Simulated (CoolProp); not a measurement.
A Linde-Hampson liquefier for ethane: isothermal reversible compression at 320 K from 1 atm to 5 MPa, throttling to 1 atm, return gas leaving the recuperator 2 K below the feed. Each further row changes one setting.

Model: reference Helmholtz-energy equation of state, Bücker 2006, in CoolProp.

| case | liquid yield per pass | compression work (kJ/kg of gas) |
|---|---|---|
| as stated | [?] | 315 |
| high pressure 10 MPa | [?] | [?] |
| warm-end temperature 350 K | 0.108 | [?] |
| warm-end gap 7 K | [?] | 315 |

Task: What belongs in the gaps?

Result: 
- as stated, liquid yield per pass: 0.171
- high pressure 10 MPa, liquid yield per pass: 0.430
- high pressure 10 MPa, compression work (kJ/kg of gas): 338
- warm-end temperature 350 K, compression work (kJ/kg of gas): 354
- warm-end gap 7 K, liquid yield per pass: 0.160
